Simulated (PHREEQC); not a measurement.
A solution holds 0.079 mol/kgw HF, 0.00021 mol/kgw (CH3)4NF and 0.002 mol/kgw H2SiF6, at 40 °C. Closed to the air; pH follows from the charge balance.

The numbers come from PHREEQC with the ion-association model, phreeqc.dat.

### Question
The ionic strength comes out as 0.0120 mol/kgw. What activity coefficients do H+, F-, HF2-, SiF6-2 get?

### Answer
H+ 0.91, F- 0.89, HF2- 0.89, SiF6-2 0.64.

This is a speciation only: nothing precipitates in the calculation. (CH3)4N+ isn't in the database: it is added as a free cation with an ion size of 4 Å. Constants without temperature data keep their 25 °C values here. SiF6-2 is the database's only silicon fluoride.
